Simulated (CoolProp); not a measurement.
Aqueous potassium carbonate as a coolant, at 29 °C, 1 atm.

Computed with CoolProp (Melinder's fits for secondary coolants).

| mass % | freezing point (°C) | Prandtl number | density (kg/m³) | viscosity (mPa s) | conductivity (W/(m K)) |
|---|---|---|---|---|---|
| 4.9 | -1.6 | 5.87 | 1040 | 0.912 | 0.609 |
| 7.5 | -2.6 | 6.14 | 1064 | 0.977 | 0.606 |
| 10 | -3.6 | 6.44 | 1087 | 1.05 | ? |
| 12.5 | -4.7 | 6.78 | 1111 | 1.13 | 0.601 |
| 15.1 | -5.9 | 7.16 | 1137 | 1.22 | 0.598 |
| 17.6 | -7.3 | ? | 1162 | 1.32 | 0.596 |
| 20.2 | ? | ? | 1188 | 1.44 | 0.594 |
| 22.7 | -10.8 | ? | ? | 1.57 | 0.591 |
| 25.2 | -13.0 | ? | 1241 | 1.73 | 0.589 |
| 27.8 | -15.8 | 9.97 | 1269 | 1.92 | 0.586 |
| 30.3 | -19.0 | 10.9 | 1297 | 2.14 | 0.583 |
| 32.9 | -23.0 | 12.1 | 1327 | 2.42 | 0.580 |

Question: Complete the blanks.

Answer: 
- 10, conductivity (W/(m K)): 0.604
- 17.6, Prandtl number: 7.57
- 20.2, freezing point (°C): -8.9
- 20.2, Prandtl number: 8.05
- 22.7, Prandtl number: 8.57
- 22.7, density (kg/m³): 1214
- 25.2, Prandtl number: 9.19
